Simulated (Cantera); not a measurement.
Cantera run:

```python
import numpy as np
import cantera as ct

gas_names = [...]  # 148 gases of nasa_gas.yaml made of Al, C, H, N, O
cond_names = """
    AL(cr) AL(L) ALN(s) AL2O3(a) AL2O3(L) C(gr) C6H6(L) C7H8(L) C8H18(L),n-octa H2O(s) H2O(L)
""".split()


# ... load() reads the species with a 1 bar reference pressure and builds the phases ...
atoms = {
    'Al(CH3)3': {'AL': 1, 'C': 3, 'H': 9},
    'H2O': {'H': 2, 'O': 1},
    'N2': {'N': 2},
}
top_T = {'ALN(s)': 2750, 'C(gr)': 4500}  # K; cautious upper limits of use, not melting points


# ... equilibrate(T, P, feed) seeds the gas with the atoms and calls Mixture.equilibrate('TP', solver="vcs", rtol=1e-11, max_steps=5000) ...
results = []
feed = {'Al(CH3)3': 1, 'H2O': 0.52, 'N2': 130}  # mol
T = 1898.15  # K
P = 2200  # Pa
mix = equilibrate(T, P, feed)
results.append((T, P, feed, dict(zip(mix.species_names, mix.species_moles))))
x = sorted(zip(gas.X, gas.species_names), reverse=True)
print(f"T = {T:g} K  P = {P:g} Pa  gas = {mix.phase_moles(0):.4g} mol")
print("   x: " + "  ".join(f"{s} {v:.3e}" for v, s in x if v > 1e-06))
print("   condensed (mol): " + ("  ".join(f"{mix.phase(i).name} {mix.phase_moles(i):.4g}"
      for i in range(1, mix.n_phases) if mix.phase_moles(i) > 1e-12) or "none"))
```

Output:

```
T = 1898.15 K  P = 2200 Pa  gas = 135.3 mol
   x: N2 9.568e-01  H2 3.566e-02  CO 3.844e-03  HCN 1.785e-03  H 9.963e-04  AL 8.381e-04  HNC 8.346e-05  C2H2,acetylene 1.343e-05  ALH 8.305e-06
   condensed (mol): ALN(s) 0.8855  C(gr) 2.223
```

Method: chemical equilibrium by Gibbs-energy minimisation in Cantera with the NASA 1993 tables (ideal gas, pure condensed phases). The feed counts by its element totals alone.
